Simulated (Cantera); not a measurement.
Mixture: CO : H2 : O2 : N2 : H2O = 1 : 0.91 : 0.682 : 2.56 : 0.11 (molar parts), equivalence ratio 1.4, at 10.0 bar, adiabatic and at constant pressure. Ignition delay is the time to a rise of 400 K.

Cantera simulation using GRI-Mech 3.0 (53 species, 325 reactions); the numbers are that mechanism's predictions, not measurements. The hydrogen kinetics of GRI-Mech 3.0 are dated; newer H2 mechanisms differ, most at raised pressure.

Problem. Predict: delay at 998 K; delay at 1073 K; delay at 1148 K; delay at 1223 K; delay at 1298 K; delay at 1373 K; delay at 1448 K; apparent activation energy between 1298 and 1448 K.

Solution. 
```json
{
  "delay at 998 K": "4.14 ms",
  "delay at 1073 K": "0.741 ms",
  "delay at 1148 K": "0.137 ms",
  "delay at 1223 K": "24.7 µs",
  "delay at 1298 K": "7.26 µs",
  "delay at 1373 K": "3.73 µs",
  "delay at 1448 K": "2.45 µs",
  "apparent activation energy between 1298 and 1448 K": "110 kJ/mol"
}
```
